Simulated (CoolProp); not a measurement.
Vapour-liquid equilibrium of R125 (1) + R236FA (2) at 1.04 bar; x and y are mole fractions of (1).

Model: multi-fluid Helmholtz-energy mixture model, Lemmon 2005 and Pan 2012; pair parameters Bell 2016, in CoolProp.

```
x     bubble temperature (°C)  y at the bubble point  dew temperature at overall composition x (°C)  liquid density (mol/L)
----  -----------------------  ---------------------  ---------------------------------------------  ----------------------
0.05                     -6.4                  0.242                                           -1.9                   9.693
0.2                       [?]                  0.638                                           -5.4                   10.22
0.35                    -28.0                  0.809                                            [?]                   10.69
0.5                     -34.4                  0.895                                          -14.0                   11.13
0.65                      [?]                  0.944                                            [?]                   11.57
0.8                     -43.3                  0.974                                          -27.5                   12.01
0.95                    -46.6                  0.995                                          -40.0                   12.45
```

What belongs in the gaps?


- 0.2, bubble temperature (°C): -19.3
- 0.35, dew temperature at overall composition x (°C): -9.4
- 0.65, bubble temperature (°C): -39.3
- 0.65, dew temperature at overall composition x (°C): -19.8

No azeotrope shows between x = 0.05 and 0.95.

Pair parameters are fitted to limited data, so mixtures are less certain than the pure fluids.
